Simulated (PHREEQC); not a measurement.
# Polishing slurry liquid (model solution)

Solution (45 °C): 0.72 mol KOH and 0.12 mol KNO3 per kg of water. Closed to the air; pH follows from the charge balance.

Computed with PHREEQC (ion-association model, wateq4f.dat).

```yaml
pH: 13.04
ionic_strength: 0.840 mol/kgw
activity_of_water: 0.971
total_alkalinity: 720 meq/kg
```

```
species  molality  activity   log γ
-------  --------  --------  ------
K+          0.840     0.503  -0.222
OH-         0.720     0.419  -0.235
NO3-        0.120    0.0669  -0.254
```

No solid was allowed to form. The ionic strength is past about 0.7 mol/kgw, beyond the range of this activity model, so the values are rough. Species that the database lacks are ignored. At this temperature some constants are extrapolated from 25 °C, and those without enthalpy data are left unchanged.
